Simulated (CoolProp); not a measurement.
R1132(E) at 270.59 K and 0.562 MPa is throttled through a valve to 0.035 MPa with no heat exchange. Each further row changes one setting.

Model: reference Helmholtz-energy equation of state, Akasaka 2024, in CoolProp.

```json
[
 {"case": "as stated", "temperature change (K)": "-12.4", "final density (kg/m³)": "?"},
 {"case": "outlet pressure 0.0105 MPa", "temperature change (K)": "-13.0", "final density (kg/m³)": "?"},
 {"case": "outlet pressure 0.0455 MPa", "temperature change (K)": "?", "final density (kg/m³)": "?"}
]
```

Problem. Complete the blanks.

Solution. 
- as stated, final density (kg/m³): 1.05
- outlet pressure 0.0105 MPa, final density (kg/m³): 0.315
- outlet pressure 0.0455 MPa, temperature change (K): -12.1
- outlet pressure 0.0455 MPa, final density (kg/m³): 1.37
